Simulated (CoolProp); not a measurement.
Vapour-liquid equilibrium of acetone (1) + ethanol (2) at 0.752 MPa; x and y are mole fractions of (1).

Model: multi-fluid Helmholtz-energy mixture model, Lemmon 2006 and Schroeder 2014; pair parameters Bell 2016, in CoolProp.

```json
[
 {"x": "0.05", "bubble temperature (°C)": "138.2", "y at the bubble point": "0.084", "dew temperature at overall composition x (°C)": "138.8", "liquid density (mol/L)": "14.24"},
 {"x": "0.2", "bubble temperature (°C)": "134.5", "y at the bubble point": "0.283", "dew temperature at overall composition x (°C)": "…", "liquid density (mol/L)": "13.67"},
 {"x": "0.35", "bubble temperature (°C)": "131.9", "y at the bubble point": "0.433", "dew temperature at overall composition x (°C)": "133.3", "liquid density (mol/L)": "…"},
 {"x": "0.5", "bubble temperature (°C)": "130.2", "y at the bubble point": "0.557", "dew temperature at overall composition x (°C)": "…", "liquid density (mol/L)": "…"},
 {"x": "0.65", "bubble temperature (°C)": "…", "y at the bubble point": "…", "dew temperature at overall composition x (°C)": "129.4", "liquid density (mol/L)": "…"},
 {"x": "0.8", "bubble temperature (°C)": "128.9", "y at the bubble point": "0.799", "dew temperature at overall composition x (°C)": "128.9", "liquid density (mol/L)": "…"},
 {"x": "0.95", "bubble temperature (°C)": "129.4", "y at the bubble point": "0.944", "dew temperature at overall composition x (°C)": "129.4", "liquid density (mol/L)": "11.34"}
]
```

Q: What belongs in the gaps?

A: 
- 0.2, dew temperature at overall composition x (°C): 136.0
- 0.35, liquid density (mol/L): 13.13
- 0.5, dew temperature at overall composition x (°C): 130.9
- 0.5, liquid density (mol/L): 12.63
- 0.65, bubble temperature (°C): 129.2
- 0.65, y at the bubble point: 0.675
- 0.65, liquid density (mol/L): 12.16
- 0.8, liquid density (mol/L): 11.73

y crosses x between x = 0.65 and 0.8: the model has an azeotrope there.

The pair parameters rest on a limited set of measurements; away from them the model extrapolates.
